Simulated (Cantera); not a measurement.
Feed: 1 mol AlCl₃, 3.9 mol NH₃, 61 mol N₂.

These are equilibrium values from Cantera (NASA tables, ideal gas, pure condensed phases), not measurements of a reactor. Candidate condensed phases: Al, AlCl₃, AlN, NH₄Cl; 20 gas species. The tables' values for AlCl₂ are old estimates. The numbers say what is thermodynamically allowed, not how fast it happens.

Stable condensed phases, one row left out:

```
T in K \ P in Pa
             10     32    100    320   1000   3200  10000  32000 100000
   1648       A      A      A      A      A      A      B      B      B
   1573       A      A      A      A      A      B      B      B      B
   1498       A      A      A      A      B      B      B      B      B
   1423       A      A      A      B      B      B      B      B      B
   1273       B      B      B      B      B      B      B      B      B
   1198       B      B      B      B      B      B      B      B      B
   1123       B      B      B      B      B      B      B      B      B
   1048       B      B      B      B      B      B      B      B      B
    973       B      B      B      B      B      B      B      B      B
    898       B      B      B      B      B      B      B      B      B
    823       B      B      B      B      B      B      B      B      B
    748       B      B      B      B      B      B      B      B      B
```

A: gas only; B: AlN.

Q: Give the row for 1348 K.

A: 10: gas only; 32: AlN; 100: AlN; 320: AlN; 1000: AlN; 3200: AlN; 10000: AlN; 32000: AlN; 100000: AlN.
